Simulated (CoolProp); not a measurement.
Vapour-liquid equilibrium of R134a (1) + R245fa (2) at 0.0404 bar; x and y are mole fractions of (1).

Computed with CoolProp (multi-fluid Helmholtz-energy mixture model, Tillner-Roth 1994 and Akasaka 2015; pair parameters Akasaka 2014).

```csv
x,"bubble temperature, mixture model (°C)","bubble temperature, Raoult's law (°C)","y, mixture model","y, Raoult's law"
0.05,-50.7,-50.6,0.357,0.352
0.15,-58.2,-58.0,0.677,0.673
0.25,-63.1,-62.9,0.811,0.810
0.35,-66.8,-66.6,0.881,0.881
0.45,-69.6,-69.5,0.922,0.922
0.55,-71.9,-71.8,0.948,0.949
0.65,-73.8,-73.8,0.966,0.967
0.75,-75.5,-75.5,0.980,0.980
0.85,-76.9,-76.9,0.989,0.990
0.95,-78.2,-78.2,0.997,0.997
```

The largest gap from Raoult's law is -0.2 K in bubble temperature, at x = 0.15. No azeotrope shows between x = 0.05 and 0.95.

Pair parameters are fitted to limited data, so mixtures are less certain than the pure fluids.
